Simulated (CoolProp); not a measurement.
Computed with CoolProp (reference Helmholtz-energy equation of state, Lemmon and Jacobsen 2000).

Question: For R143a, give the phase and the speed of sound (m/s) at -2.65 °C and 0.0158 MPa.

Answer: 
- -2.65 °C and 0.0158 MPa: gas; speed of sound 173
